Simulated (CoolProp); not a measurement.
Vapour-liquid equilibrium of R22 (1) + R123 (2) at 3.65 °C; x and y are mole fractions of (1).

The numbers come from the multi-fluid Helmholtz-energy mixture model, Kamei 1995 and Younglove 1994; pair parameters Bell 2016 in CoolProp.

Question: Give the bubble pressure and the first vapour's composition at x = 0.35, 0.575, 0.725. Is there an azeotrope?

Answer: x = 0.35: 0.2178 MPa, y = 0.876; x = 0.575: 0.3361 MPa, y = 0.944; x = 0.725: 0.4128 MPa, y = 0.968. No azeotrope shows between x = 0.05 and 0.95.

Pair parameters are fitted to limited data, so mixtures are less certain than the pure fluids.
